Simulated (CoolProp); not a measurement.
Saturation properties of benzene (Tc = 562.0 K, pc = 4.906 MPa, ω = 0.211).

Model: reference Helmholtz-energy equation of state, Thol 2012, in CoolProp.

```csv
T (K),p (MPa),liquid density (kg/m³),liquid cp (kJ/(kg K)),vapour Z,liquid viscosity (µPa s),vapour viscosity (µPa s)
431.9,0.6933,717.8,2.207,0.8692,162,10.7
440.5,0.8168,706.1,2.247,0.8535,151,10.9
449,0.9542,694.1,2.288,0.8368,141,11.1
457.5,1.108,681.8,2.333,0.8188,132,11.3
466.1,1.281,668.8,2.381,0.7993,124,11.6
474.6,1.472,655.3,2.435,0.7786,115,11.8
483.2,1.685,641.0,2.496,0.7559,108,12.0
491.7,1.916,626.0,2.565,0.7318,100,12.3
500.2,2.171,610.1,2.647,0.7055,93.4,12.6
508.8,2.454,592.6,2.750,0.6765,86.6,13.0
517.3,2.760,573.6,2.882,0.6447,80.0,13.4
525.9,3.098,552.2,3.069,0.6087,73.4,14.0
534.4,3.463,527.6,3.354,0.5679,66.8,14.8
```

It boils at 353.2 K under 1 atm.

Viscosity comes from a separate model (Avgeri 2014).
